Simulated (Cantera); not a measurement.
**Gas-phase reforming**

An isothermal, constant-pressure homogeneous reactor starts with 50.8 % CH4, 49.2 % H2O, at 1325 K and 13.0 bar.

Computed with Cantera and GRI-Mech 3.0 (53 species, 325 reactions). The pressure lies above the range GRI-Mech 3.0 was tuned for (to about 10 atm).

```json
[
 {"t (s)": "4.00e-6", "x CH4": "0.508", "x H2O": "0.492", "x C2H2": "<1e-12", "x CO": "<1e-12", "x O": "<1e-12", "x CH3": "1.91e-7"},
 {"t (s)": "1.56e-5", "x CH4": "0.508", "x H2O": "0.492", "x C2H2": "<1e-12", "x CO": "<1e-12", "x O": "<1e-12", "x CH3": "7.43e-7"},
 {"t (s)": "6.12e-5", "x CH4": "0.508", "x H2O": "0.492", "x C2H2": "<1e-12", "x CO": "<1e-12", "x O": "<1e-12", "x CH3": "2.62e-6"},
 {"t (s)": "0.000239", "x CH4": "0.508", "x H2O": "0.492", "x C2H2": "1.72e-11", "x CO": "5.30e-12", "x O": "<1e-12", "x CH3": "4.82e-6"},
 {"t (s)": "0.000935", "x CH4": "0.508", "x H2O": "0.492", "x C2H2": "6.76e-10", "x CO": "1.94e-10", "x O": "<1e-12", "x CH3": "5.00e-6"},
 {"t (s)": "0.00366", "x CH4": "0.507", "x H2O": "0.492", "x C2H2": "2.07e-8", "x CO": "4.71e-9", "x O": "<1e-12", "x CH3": "5.31e-6"},
 {"t (s)": "0.0143", "x CH4": "0.507", "x H2O": "0.492", "x C2H2": "9.27e-7", "x CO": "1.38e-7", "x O": "<1e-12", "x CH3": "6.24e-6"},
 {"t (s)": "0.0559", "x CH4": "0.504", "x H2O": "0.492", "x C2H2": "4.93e-5", "x CO": "3.18e-6", "x O": "<1e-12", "x CH3": "7.54e-6"},
 {"t (s)": "0.219", "x CH4": "0.494", "x H2O": "0.489", "x C2H2": "0.00123", "x CO": "2.66e-5", "x O": "<1e-12", "x CH3": "7.51e-6"},
 {"t (s)": "0.855", "x CH4": "0.455", "x H2O": "0.479", "x C2H2": "0.00753", "x CO": "0.000210", "x O": "<1e-12", "x CH3": "7.22e-6"},
 {"t (s)": "3.34", "x CH4": "0.384", "x H2O": "0.460", "x C2H2": "0.0113", "x CO": "0.00155", "x O": "<1e-12", "x CH3": "9.86e-6"},
 {"t (s)": "13.1", "x CH4": "0.383", "x H2O": "0.442", "x C2H2": "0.00872", "x CO": "0.00483", "x O": "<1e-12", "x CH3": "9.80e-6"},
 {"t (s)": "51.1", "x CH4": "0.385", "x H2O": "0.401", "x C2H2": "0.00416", "x CO": "0.0136", "x O": "<1e-12", "x CH3": "8.68e-6"},
 {"t (s)": "200", "x CH4": "0.359", "x H2O": "0.338", "x C2H2": "0.00118", "x CO": "0.0349", "x O": "<1e-12", "x CH3": "6.71e-6"}
]
```
x: mole fraction; the columns are a selection and need not sum to one.

Equilibrium at this temperature and pressure: CH4 0.0323, H2O 0.0206, C2H2 3.31e-7, CO 0.232, O <1e-12, CH3 3.45e-7 (gas phase only).
